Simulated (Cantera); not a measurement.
An isothermal, constant-pressure homogeneous reactor starts with NO : N2 = 1.6 : 2.5 (molar parts), at 1648 K and 0.987 atm.

Detailed kinetics in Cantera: GRI-Mech 3.0 (53 species, 325 reactions).

x: mole fraction; the columns are a selection and need not sum to one.

| t (s) | x NO | x N2 | x N2O | x O2 | x NO2 | x O |
|---|---|---|---|---|---|---|
| 0.000400 | 0.390 | 0.610 | ? | 6.69e-9 | 3.11e-6 | 1.55e-7 |
| 0.000825 | 0.390 | 0.610 | ? | 2.35e-8 | 6.70e-6 | 1.92e-7 |
| 0.00170 | 0.390 | 0.610 | ? | 1.06e-7 | 1.46e-5 | 2.69e-7 |
| 0.00350 | 0.390 | 0.610 | ? | 6.21e-7 | 3.21e-5 | 4.34e-7 |
| 0.00722 | 0.390 | 0.610 | ? | 4.39e-6 | 6.93e-5 | 7.60e-7 |
| 0.0149 | 0.390 | 0.610 | ? | 2.97e-5 | 0.000127 | 1.23e-6 |
| 0.0307 | 0.390 | 0.610 | 5.69e-5 | 0.000134 | 0.000165 | 1.53e-6 |
| 0.0632 | 0.389 | 0.610 | 5.76e-5 | 0.000390 | 0.000176 | 1.61e-6 |
| 0.130 | 0.388 | 0.611 | 5.72e-5 | 0.000921 | 0.000188 | 1.72e-6 |
| 0.269 | 0.386 | 0.612 | 5.66e-5 | 0.00201 | 0.000210 | 1.92e-6 |
| 0.554 | 0.381 | 0.614 | 5.52e-5 | 0.00422 | 0.000248 | 2.26e-6 |
| 1.14 | 0.372 | 0.619 | 5.25e-5 | 0.00865 | 0.000307 | 2.83e-6 |
| 2.35 | 0.355 | 0.627 | ? | 0.0172 | 0.000385 | 3.68e-6 |
| 4.85 | 0.324 | 0.643 | ? | 0.0328 | 0.000467 | 4.85e-6 |
| 10.0 | 0.273 | 0.668 | ? | 0.0581 | 0.000516 | 6.30e-6 |

**Question.** What belongs in the gaps?

**Answer.** 
- 0.000400, x N2O: 3.10e-6
- 0.000825, x N2O: 6.21e-6
- 0.00170, x N2O: 1.21e-5
- 0.00350, x N2O: 2.21e-5
- 0.00722, x N2O: 3.65e-5
- 0.0149, x N2O: 5.04e-5
- 2.35, x N2O: 4.76e-5
- 4.85, x N2O: 3.94e-5
- 10.0, x N2O: 2.79e-5
